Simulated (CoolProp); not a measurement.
Vapour-liquid equilibrium of carbon dioxide (1) + propylene (2) at 251.9 K; x and y are mole fractions of (1).

Computed with CoolProp (multi-fluid Helmholtz-energy mixture model, Span 1996 and Lemmon 2013; pair parameters Bell 2016).

```json
[
 {"x": "0.05", "bubble pressure (kPa)": "430.9", "y at the bubble point": "0.332", "dew pressure at overall composition x (kPa)": "307.5", "liquid density (mol/L)": "13.97"},
 {"x": "0.125", "bubble pressure (kPa)": "624.0", "y at the bubble point": "0.554", "dew pressure at overall composition x (kPa)": "333.1", "liquid density (mol/L)": "14.42"},
 {"x": "0.2", "bubble pressure (kPa)": "797.0", "y at the bubble point": "0.665", "dew pressure at overall composition x (kPa)": "363.2", "liquid density (mol/L)": "14.89"},
 {"x": "0.275", "bubble pressure (kPa)": "949.4", "y at the bubble point": "0.731", "dew pressure at overall composition x (kPa)": "398.9", "liquid density (mol/L)": "15.38"},
 {"x": "0.35", "bubble pressure (kPa)": "1083", "y at the bubble point": "0.776", "dew pressure at overall composition x (kPa)": "442.2", "liquid density (mol/L)": "15.92"},
 {"x": "0.425", "bubble pressure (kPa)": "1199", "y at the bubble point": "0.809", "dew pressure at overall composition x (kPa)": "495.6", "liquid density (mol/L)": "16.49"},
 {"x": "0.5", "bubble pressure (kPa)": "1303", "y at the bubble point": "0.835", "dew pressure at overall composition x (kPa)": "563.1", "liquid density (mol/L)": "17.11"},
 {"x": "0.575", "bubble pressure (kPa)": "1397", "y at the bubble point": "0.858", "dew pressure at overall composition x (kPa)": "650.9", "liquid density (mol/L)": "17.78"},
 {"x": "0.65", "bubble pressure (kPa)": "1485", "y at the bubble point": "0.879", "dew pressure at overall composition x (kPa)": "769.0", "liquid density (mol/L)": "18.53"},
 {"x": "0.725", "bubble pressure (kPa)": "1571", "y at the bubble point": "0.900", "dew pressure at overall composition x (kPa)": "933.6", "liquid density (mol/L)": "19.37"},
 {"x": "0.8", "bubble pressure (kPa)": "1656", "y at the bubble point": "0.922", "dew pressure at overall composition x (kPa)": "1167", "liquid density (mol/L)": "20.31"},
 {"x": "0.875", "bubble pressure (kPa)": "1743", "y at the bubble point": "0.947", "dew pressure at overall composition x (kPa)": "1468", "liquid density (mol/L)": "21.39"},
 {"x": "0.95", "bubble pressure (kPa)": "1833", "y at the bubble point": "0.977", "dew pressure at overall composition x (kPa)": "1752", "liquid density (mol/L)": "22.63"}
]
```

No azeotrope shows between x = 0.05 and 0.95.

Pair parameters are fitted to limited data, so mixtures are less certain than the pure fluids.
